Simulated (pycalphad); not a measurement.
## Effect of Si content in Fe-Si

All values are pycalphad results on the COST 507 light-alloy database (1999) (1 atm), not direct measurements. The data set is of 1999 and partly superseded. Amounts are mole fractions of atoms. Kinetics are ignored, which matters at the lower temperatures.

| alloy | liquidus (°C) | first solid | solidus (°C) | phases at 327 °C |
|---|---|---|---|---|
| Fe-6.389Si (wt.%) | 1427 | bcc | 1398 | ordered bcc (B2) 1.00 |
| Fe-13.64Si (wt.%) | 1276 | ordered bcc (B2) | 1236 | ordered bcc (B2) 1.00 |
| Fe-31.53Si (wt.%) | 1405 | FESI | 1203 | FESI 0.90, ordered bcc (B2) 0.10 |
| Fe-56.03Si (wt.%) | … | … | 1205 | … |
| Fe-91.62Si (wt.%) | 1395 | diamond (Si) | 1205 | diamond (Si) 0.87, FESI2_L 0.13 |

Q: What belongs in the gaps?

A: 
- Fe-56.03Si (wt.%), liquidus (°C): 1207
- Fe-56.03Si (wt.%), first solid: FESI2_H
- Fe-56.03Si (wt.%), phases at 327 °C: FESI2_L 0.85, diamond (Si) 0.15

Database names, with the compositions (at.%) that they take in these runs: FESI: Fe 50 Si 50; FESI2_H: Si 70 Fe 30; FESI2_L: Si 67 Fe 33.
